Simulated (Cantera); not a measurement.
A freely propagating, adiabatic, planar premixed flame of H₂ : O₂ : N₂ = 1 : 0.735 : 2.76 (molar parts), unburnt at 573 K and 0.859 atm; mixture-averaged transport, grid criteria slope 0.08 and curve 0.16, no radiation.

Detailed kinetics in Cantera: the H2/O2 subset of GRI-Mech 3.0, which has no nitrogen chemistry. Burning velocities carry a grid error of a few per cent, more on coarse grids. Lean hydrogen flames are cellular in practice and burn faster than this planar one.

Problem. What does this change do: N2 2.76 to 3.6 parts?

Solution. 
| quantity | before | after |
|---|---|---|
| laminar burning velocity | 467 cm/s | 328 cm/s |
| thermal thickness | 0.515 mm | 0.557 mm |
| peak x(O) | 0.0133 | 0.00853 |
| peak x(HO₂) | 0.000286 | 0.000237 |
| peak x(OH) | 0.0142 | 0.00871 |
| peak x(H₂O₂) | 1.94e-5 | 1.80e-5 |

Problem. What does this change do: inlet temperature 573 to 475 K?

Solution. 
| quantity | before | after |
|---|---|---|
| laminar burning velocity | 467 cm/s | 307 cm/s |
| thermal thickness | 0.515 mm | 0.472 mm |
| peak x(O) | 0.0133 | 0.0113 |
| peak x(HO₂) | 0.000286 | 0.000342 |
| peak x(OH) | 0.0142 | 0.0125 |
| peak x(H₂O₂) | 1.94e-5 | 3.92e-5 |
